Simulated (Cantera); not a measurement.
An adiabatic, constant-volume homogeneous reactor starts with 51.1 % CO, 1.84 % H2, 12.1 % O2, 35.0 % N2, equivalence ratio 2.2, at 1500 K and 3750 Torr.

Detailed kinetics in Cantera: GRI-Mech 3.0 (53 species, 325 reactions). The hydrogen kinetics of GRI-Mech 3.0 are dated; newer H2 mechanisms differ, most at raised pressure. Above 3000 K some thermodynamic fits are extrapolated.

Q: Predict: time of steepest temperature rise; temperature at 0.200 s; equilibrium temperature; x(CO) at 0.200 s; x(H2) at 0.200 s; x(O2) at 0.200 s; x(HO2) at 0.200 s; x(NO2) at 0.200 s; x(CO2) at 0.200 s.

A: 
```
Quantity                                                            Result
---------------------------------  ---------------------------------------
time of steepest temperature rise                                  9.39 µs
temperature at 0.200 s                                              3169 K
equilibrium temperature                                             3169 K
x(CO) at 0.200 s                       0.358 (gas-phase equilibrium 0.358)
x(H2) at 0.200 s                   0.00267 (gas-phase equilibrium 0.00267)
x(O2) at 0.200 s                     0.0123 (gas-phase equilibrium 0.0123)
x(HO2) at 0.200 s                  4.07e-6 (gas-phase equilibrium 4.07e-6)
x(NO2) at 0.200 s                  3.78e-6 (gas-phase equilibrium 3.78e-6)
x(CO2) at 0.200 s                      0.206 (gas-phase equilibrium 0.206)
```
